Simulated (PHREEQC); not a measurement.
Solution (25 °C): 28 mmol/kgw LiNO3, 0.041 mmol/kgw NaBr, 120 mmol/kgw K2SO4 and 4.6 mmol/kgw ZnCl2. Closed to the air; pH follows from the charge balance.

The numbers come from PHREEQC with the ion-association model, wateq4f.dat.

Each row changes one thing in this solution. No solid was allowed to form.

```
case                                           pH  ionic strength (mol/kgw)  K+ (mol/kgw)  SO4-2 (mol/kgw)  KSO4- (mol/kgw)  ZnSO4 (mol/kgw)  SI of Zincite(c) (ZnO)  SI of Zn(OH)2-e (Zn(OH)2)
-------------------------------------------  ----  ------------------------  ------------  ---------------  ---------------  ---------------  ----------------------  -------------------------
as made                                      6.37                     0.327         0.211           0.0846           0.0287          0.00190                   -1.77                      -2.13
diluted 2-fold with water                    6.39                     0.172         0.109           0.0468           0.0106          0.00101                   -1.86                      -2.23
ZnCl2 from 0.0046 to 0.0092 mol/kgw          6.19                     0.331         0.212           0.0817           0.0277          0.00376                   -1.82                      -2.18
LiNO3 from 0.028 to 0.14 mol/kgw             6.33                     0.432         0.215           0.0810           0.0249          0.00178                   -1.80                      -2.17
NaBr replaced by CaBr2 at the same molality  6.37                     0.327         0.211           0.0846           0.0287          0.00190                   -1.77                      -2.13
LiNO3 left out                               6.38                     0.301         0.210           0.0857           0.0299          0.00193                   -1.76                      -2.12
```
